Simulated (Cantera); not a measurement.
Cantera run:

```python
import numpy as np
import cantera as ct

gas_names = """
    AL ALH ALN ALO ALOH ALO2 ALO2H AL2 AL2O AL2O2 H HALO HNO HNO2 HNO3 HO2 H2 H2O H2O2 N NH NH2 NH3
    NH2OH NO NO2 NO3 N2 N2H2 N2H4 N2O O OH O2 O3
""".split()
cond_names = """
    AL(cr) AL(L) ALN(s) AL2O3(a) AL2O3(L) H2O(s) H2O(L)
""".split()


# ... load() reads the species with a 1 bar reference pressure and builds the phases ...
atoms = {
    'AlN': {'AL': 1, 'N': 1},
    'H2O': {'H': 2, 'O': 1},
    'N2': {'N': 2},
}
top_T = {'ALN(s)': 2750}  # K; cautious upper limits of use, not melting points


# ... equilibrate(T, P, feed) seeds the gas with the atoms and calls Mixture.equilibrate('TP', solver="vcs", rtol=1e-11, max_steps=5000) ...
results = []
feed = {'AlN': 1, 'H2O': 0.19, 'N2': 71}  # mol
P = 8.9  # Pa
for T in [1350, 1400, 1450, 1500, 1550, 1600, 1650, 1700, 1750, 1800, 1850, 1900, 1950]:
    mix = equilibrate(T, P, feed)
    results.append((T, P, feed, dict(zip(mix.species_names, mix.species_moles))))

top = {s: max(r[3][s] / sum(r[3][g] for g in gas_names) for r in results) for s in gas_names}
cols = sorted((s for s in top if top[s] > 0.0001), key=lambda s: -top[s])[:9]
seen = [c for c in cond_names if any(r[3].get(c, 0) > 1e-12 for r in results)]
print("log10 of partial pressures in bar; condensed amounts in mol")
print(f"{'T/K':>10s}" + "".join(f"{s[:9]:>10s}" for s in cols + seen))
for T, P, feed, n in results:
    ng = sum(n[g] for g in gas_names)
    print(f"{T:10.4g}" + "".join(f"{np.log10(max(n[s] / ng * P / 1e5, 1e-99)):10.3f}" for s in cols)
          + "".join(f"{n.get(c, 0):10.4g}" for c in seen))
```

Result:

```
log10 of partial pressures in bar; condensed amounts in mol
       T/K        N2        AL         H        H2      AL2O    ALN(s)  AL2O3(a)
      1350    -4.052   -10.651    -8.936    -6.626   -12.591    0.8733   0.06333
      1400    -4.052    -9.769    -8.626    -6.627   -11.462    0.8732   0.06333
      1450    -4.052    -8.948    -8.339    -6.629   -10.413    0.8724   0.06332
      1500    -4.052    -8.183    -8.071    -6.633    -9.435    0.8677   0.06323
      1550    -4.052    -7.468    -7.821    -6.639    -8.522    0.8428   0.06253
      1600    -4.053    -6.797    -7.590    -6.650    -7.667    0.7222   0.05757
      1650    -4.056    -6.167    -7.378    -6.672    -6.864    0.1722   0.02626
      1700    -4.057    -6.073    -7.181    -6.699    -6.773         0   0.01745
      1750    -4.057    -6.066    -7.002    -6.737    -6.798         0   0.01999
      1800    -4.057    -6.061    -6.843    -6.793    -6.822         0   0.02232
      1850    -4.057    -6.055    -6.705    -6.873    -6.846         0   0.02441
      1900    -4.057    -6.051    -6.591    -6.981    -6.870         0   0.02625
      1950    -4.058    -6.047    -6.502    -7.123    -6.893         0   0.02773
```

These are equilibrium values from Cantera (NASA tables, ideal gas, pure condensed phases), not measurements of a reactor. Mutual solubility and eutectic melting of coexisting phases are not modelled. Condensed phases not in the tables: aluminium oxynitride.
